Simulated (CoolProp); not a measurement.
R507A along the isotherm 205 K: density (kg/m³) from the reference equation and from simpler models built on Tc = 343.8 K, pc = 37.05 bar, ω = 0.286; each cubic takes its own stable root.

The numbers come from the reference Helmholtz-energy equation of state, Lemmon 2003 in CoolProp. It is a pseudo-pure fit of the blend.

```tsv
p (bar)	phase	reference	van der Waals	Redlich-Kwong	Soave-Redlich-Kwong	Peng-Robinson
1.23	liquid	1382	7.381	1166	1207	1362
2.47	liquid	1382	15.40	1167	1207	1362
3.7	liquid	1383	792.2	1167	1208	1362
4.94	liquid	1383	792.9	1168	1208	1363
6.17	liquid	1383	793.5	1168	1208	1363
7.41	liquid	1384	794.2	1169	1209	1363
8.64	liquid	1384	794.8	1169	1209	1364
9.88	liquid	1384	795.5	1170	1209	1364
11.1	liquid	1384	796.1	1170	1210	1364
12.3	liquid	1385	796.7	1171	1210	1365
13.6	liquid	1385	797.4	1171	1210	1365
14.8	liquid	1385	798.0	1171	1211	1365
16.1	liquid	1386	798.6	1172	1211	1365
17.3	liquid	1386	799.2	1172	1211	1366
18.5	liquid	1386	799.8	1173	1212	1366
```

At some of these states van der Waals gives the other phase, because its saturation line lies elsewhere.
